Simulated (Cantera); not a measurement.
Input (Python, Cantera):

```python
import numpy as np
import cantera as ct

gas = ct.Solution("gri30.yaml")
gas.TPX = 850, 19000, {'H2': 0.6, 'O2': 1, 'N2': 1.3}
reactor = ct.IdealGasConstPressureReactor(gas, energy="off", clone=False)
net = ct.ReactorNet([reactor])
net.rtol, net.atol = 1e-08, 1e-18
show = ['H2', 'O2', 'NO', 'O', 'H']
times = np.geomspace(2e-06, 10, 10)

steps = ct.SolutionArray(gas, extra=["t"])
rows = []
print(f"{'t/s':>10s}{'T/K':>9s}{'P/Pa':>11s}" + "".join(f"{s:>11s}" for s in show))
for t in times:
    while net.time < t:
        t_next = net.step()
        steps.append(gas.state, t=t_next)
    rows.append([np.interp(t, steps.t, y) for y in (steps.T, steps.P, *steps(*show).X.T)])
    print(f"{t:10.3e}{rows[-1][0]:9.1f}{rows[-1][1]:11.4g}" + "".join(f"{x:11.3e}" for x in rows[-1][2:]))
rate = np.gradient(steps.T, steps.t)
print("integrator steps:", len(steps.t))
if steps.T.max() > steps.T[0] + 200:
    print(f"time of steepest temperature rise: {steps.t[rate.argmax()]:.4e} s")
gas.TPX = 850, 19000, {'H2': 0.6, 'O2': 1, 'N2': 1.3}
gas.equilibrate("TP")
print(f"equilibrium (TP): T = {gas.T:.1f} K  " + "  ".join(f"{s} {gas[s].X[0]:.3e}" for s in show))
```

It prints:

```
       t/s      T/K       P/Pa         H2         O2         NO          O          H
 2.000e-06    850.0    1.9e+04  2.069e-01  3.448e-01  7.116e-33  1.682e-15  1.529e-13
 1.110e-05    850.0    1.9e+04  2.069e-01  3.448e-01  1.644e-30  4.290e-14  7.944e-13
 6.162e-05    850.0    1.9e+04  2.069e-01  3.448e-01  4.910e-28  6.920e-13  4.144e-12
 3.420e-04    850.0    1.9e+04  2.069e-01  3.448e-01  2.956e-25  9.944e-12  4.383e-11
 1.898e-03    850.0    1.9e+04  2.069e-01  3.448e-01  9.124e-19  1.453e-08  6.233e-08
 1.054e-02    850.0    1.9e+04  9.327e-02  3.033e-01  2.968e-09  1.120e-08  2.451e-08
 5.848e-02    850.0    1.9e+04  9.324e-02  3.033e-01  8.331e-10  7.658e-09  1.583e-08
 3.246e-01    850.0    1.9e+04  9.304e-02  3.032e-01  1.064e-09  1.080e-08  2.244e-08
 1.802e+00    850.0    1.9e+04  8.991e-02  3.019e-01  1.951e-09  3.813e-08  8.175e-08
 1.000e+01    850.0    1.9e+04  5.076e-02  2.874e-01  1.842e-09  5.530e-08  8.091e-08
integrator steps: 1406
equilibrium (TP): T = 850.0 K  H2 4.713e-13  O2 2.692e-01  NO 4.078e-06  O 8.883e-13  H 3.248e-17
```

Model: GRI-Mech 3.0 (53 species, 325 reactions), integrated in Cantera. Below about 950 K walls govern HO2 and H2O2 in real vessels. The temperature is held fixed by assumption; the heat of reaction is taken as removed at once.
